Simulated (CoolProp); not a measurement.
Saturation properties of n-butane.

Computed with CoolProp (reference Helmholtz-energy equation of state, Bücker 2006).

```
T (K)  p (MPa)  liquid density (kg/m³)  vapour density (kg/m³)  enthalpy of vaporisation (kJ/kg)  vapour viscosity (µPa s)
-----  -------  ----------------------  ----------------------  --------------------------------  ------------------------
274     0.1066                   599.8                   2.841                             384.5                      6.79
281.3   0.1391                   591.9                   3.644                             377.9                      6.97
288.6   0.1788                   583.7                   4.614                             370.9                      7.15
295.9   0.2267                   575.4                   5.773                             363.8                      7.33
303.2   0.2838                   566.9                   7.147                             356.2                      7.52
310.5   0.3512                   558.2                   8.764                             348.4                      7.71
317.9   0.4312                   549.0                   10.69                             340.0                      7.92
325.2   0.5228                   539.7                   12.90                             331.3                      8.13
332.5   0.6281                   530.0                   15.46                             322.1                      8.35
```

It boils at 272.7 K under 1 atm.

Viscosity comes from a separate model (Vogel 1999).
